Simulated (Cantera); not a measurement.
**Premixed flame**

A freely propagating, adiabatic, planar premixed flame of 46.9 % H2, 11.2 % O2, 42.0 % N2, unburnt at 373 K and 43000 Pa; mixture-averaged transport, grid criteria slope 0.08 and curve 0.16, no radiation.

Cantera simulation using the H2/O2 subset of GRI-Mech 3.0, which has no nitrogen chemistry; the numbers are that mechanism's predictions, not measurements. Burning velocities carry a grid error of a few per cent, more on coarse grids.

```tsv
z (mm)	T (K)	u (m/s)	x H2	x O2	x H2O2	x HO2	x H2O	x H
-3.40	373	3.83	0.469	0.112	<1e-8	<1e-8	<1e-8	<1e-8
-2.26	373	3.83	0.469	0.112	<1e-8	<1e-8	<1e-8	<1e-8
-1.70	373	3.83	0.469	0.112	<1e-8	<1e-8	<1e-8	<1e-8
-1.13	373	3.83	0.469	0.112	<1e-8	2.42e-8	2.95e-8	<1e-8
-0.566	392	4.01	0.466	0.112	8.30e-6	0.000151	0.000448	4.36e-5
-0.283	672	6.68	0.431	0.105	3.15e-5	0.000112	0.0224	0.00771
0	1080	10.4	0.336	0.0712	9.50e-7	3.78e-5	0.0984	0.0469
0.283	1342	12.9	0.245	0.0188	4.33e-7	9.33e-6	0.198	0.0844
0.566	1452	13.9	0.224	0.00312	2.59e-7	1.47e-6	0.230	0.0894
1.13	1553	14.8	0.227	0.000470	2.03e-7	2.12e-7	0.237	0.0793
2.26	1660	15.7	0.236	0.000305	1.44e-7	1.32e-7	0.239	0.0645
4.53	1768	16.5	0.246	0.000201	8.37e-8	8.72e-8	0.241	0.0490
9.05	1865	17.3	0.255	0.000112	4.31e-8	5.18e-8	0.244	0.0349
```
x: mole fraction of selected species; z is measured from the peak of heat release.

laminar burning velocity: 383 cm/s
thermal thickness: 1.13 mm
peak x(H2O2): 4.21e-5
peak x(HO2): 0.000241
peak x(H): 0.0899
grid points: 131
